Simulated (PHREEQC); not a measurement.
0.41 g of hydrous ferric oxide (600 m²/g; 0.2 weak and 0.005 strong sites per Fe, Dzombak-Morel constants, diffuse double layer) in 1 kg of water with 0.1 mol/kgw of an inert sodium salt and 0.063 mmol/kgw NiCl2, 0.0031 mmol/kgw PbCl2 and 0.014 mmol/kgw BaCl2, at 25 °C; the pH is set by adding NaOH or the inert anion's acid. Oxygen is held at 0.21 atm. No CO2 enters from the air. No solid was allowed to form.

The series has 17 steps of pH, from 3 to 9.

Computed with PHREEQC (ion-association model, wateq4f.dat).

Question: Near which pH is half of the Ni sorbed, and on which side is more sorbed?

Answer: Near pH 6.8, with more sorbed at higher pH.

Question: Near which pH is half of the Pb sorbed, and on which side is more sorbed?

Answer: Near pH 3.9, with more sorbed at higher pH.

The oxide is taken as insoluble; below pH 4 it would dissolve.
